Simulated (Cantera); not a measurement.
Charge: 1 mol FeS, 0.3 mol H2S, 2.1 mol O2, equilibrated at 33.0 mbar.

Cantera equilibrium calculation (NASA polynomials, part measured and part estimated; ideal gas, pure solids and liquids). Candidate condensed phases: Fe, FeO, Fe(OH)2, Fe(OH)3, FeS, FeSO4, FeS2, Fe2O3, Fe2(SO4)3, Fe3O4, H2O, H2SO4, S; 22 gas species. Gases not in the tables: S3 to S7. Equilibrium is a limit: real reactors are often held back by kinetics, nucleation or transport. All values below are at 777 °C.

Base state: SO2 0.807, H2O 0.187, S2 0.00439, H2 0.000556, H2S 0.000543, S2O 0.000372, SO 7.18e-5 (mole fractions); condensed: Fe3O4(s).

What changes in the equilibrium state with this change: O2 from 2.1 to 0.21 mol?


```json
[
 {"species": "H2O", "before": "0.187", "after": "0.560"},
 {"species": "S2", "before": "0.00439", "after": "0.201"},
 {"species": "SO2", "before": "0.807", "after": "0.162"},
 {"species": "H2S", "before": "0.000543", "after": "0.0638"},
 {"species": "SH", "before": "1.96e-6", "after": "5.53e-5"},
 {"species": "H2", "before": "0.000556", "after": "0.00965"},
 {"species": "S2O", "before": "0.000372", "after": "0.00294"},
 {"species": "Fe3O4(s), mol", "before": "0.333", "after": "0"},
 {"species": "FeS(s), mol", "before": "0", "after": "1.00"}
]
```
FeS: taken at fixed stoichiometry.
